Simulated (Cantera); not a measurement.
An isothermal plug-flow reactor at 775 K and 1.00 bar (inlet), inlet velocity 3.9 m/s, active area per volume 910 1/m; feed 0.273 % H₂, 1.86 % O₂, 97.9 % N₂, equivalence ratio 0.073.

Detailed kinetics in Cantera: Deutschmann's 1995 Pt surface mechanism with GRI-Mech 3.0 gas chemistry. Catalytic surfaces can have several steady states; this one follows from the mechanism file's or the stated starting coverage. Mass transfer to the wall is taken as infinitely fast.

One state of this run: x H₂ = 0.00223; x O₂ = 0.0183; x H₂O = 0.000493; θ free Pt = 0.232; θ O* = 0.766; θ OH* = 0.00205. x: gas mole fraction; θ: surface coverage.

Problem. Which value of z (m) does it belong to?
(A) 0.0015
(B) 0.00075
(C) 0.0001
(D) 0.0054

Solution. C, 0.0001
